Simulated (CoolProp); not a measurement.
A single-stage vapour-compression cycle with R125: evaporating at 194.15 K (dew point), condensing at 247.15 K (bubble point), superheat 2 K, subcooling 8 K, compressor efficiency 0.9, no pressure losses. Each further row changes one setting.

Computed with CoolProp (reference Helmholtz-energy equation of state, Lemmon 2005).

```csv
case,cooling COP,pressure ratio,discharge temperature (K),refrigerating effect (kJ/kg),volumetric capacity (kJ/m³)
as stated,2.76,16.1,271.2,132,163
evaporating temperature 199.15 K,…,11.5,267.6,…,…
condensing temperature 242.15 K,3.14,13.2,…,137,170
subcooling 13 K,…,16.1,271.2,137,170
superheat 12 K,2.76,16.1,…,138,…
compressor efficiency 0.8,2.46,16.1,278.8,132,163
```

### Question
Complete the blanks.

### Answer

- evaporating temperature 199.15 K, cooling COP: 3.21
- evaporating temperature 199.15 K, refrigerating effect (kJ/kg): 134
- evaporating temperature 199.15 K, volumetric capacity (kJ/m³): 228
- condensing temperature 242.15 K, discharge temperature (K): 265.3
- subcooling 13 K, cooling COP: 2.88
- superheat 12 K, discharge temperature (K): 282.2
- superheat 12 K, volumetric capacity (kJ/m³): 162
